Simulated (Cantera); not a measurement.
Charge: 1 mol SO2, held at 3425 K.

Method: chemical equilibrium by Gibbs-energy minimisation in Cantera with the NASA 1993 tables (ideal gas, pure condensed phases). Candidate condensed phases: S; 10 gas species. The ideal-gas law is rough above about 30 bar. The numbers say what is thermodynamically allowed, not how fast it happens.

log p: log10 of the partial pressure in bar; nothing condenses.

```json
[
 {"P (Pa)": "10", "log p SO2": "-10.21", "log p O": "-4.18", "log p S": "-4.48", "log p SO": "-6.98", "log p O2": "-7.57", "log p S2": "(withheld)"},
 {"P (Pa)": "200", "log p SO2": "-6.34", "log p O": "-2.88", "log p S": "-3.19", "log p SO": "-4.40", "log p O2": "-4.99", "log p S2": "(withheld)"},
 {"P (Pa)": "3900", "log p SO2": "-2.89", "log p O": "-1.71", "log p S": "-2.09", "log p SO": "-2.12", "log p O2": "-2.63", "log p S2": "(withheld)"},
 {"P (Pa)": "77000", "log p SO2": "-0.58", "log p O": "-0.89", "log p S": "-1.41", "log p SO": "-0.63", "log p O2": "-1.00", "log p S2": "(withheld)"},
 {"P (Pa)": "1500000", "log p SO2": "1.02", "log p O": "-0.34", "log p S": "-0.91", "log p SO": "0.42", "log p O2": "0.10", "log p S2": "(withheld)"},
 {"P (Pa)": "30000000", "log p SO2": "2.42", "log p O": "0.13", "log p S": "-0.46", "log p SO": "1.35", "log p O2": "1.05", "log p S2": "(withheld)"}
]
```

Complete the blanks.


- 10, log p S2: -8.71
- 200, log p S2: -6.14
- 3900, log p S2: -3.93
- 77000, log p S2: -2.57
- 1500000, log p S2: -1.58
- 30000000, log p S2: -0.68
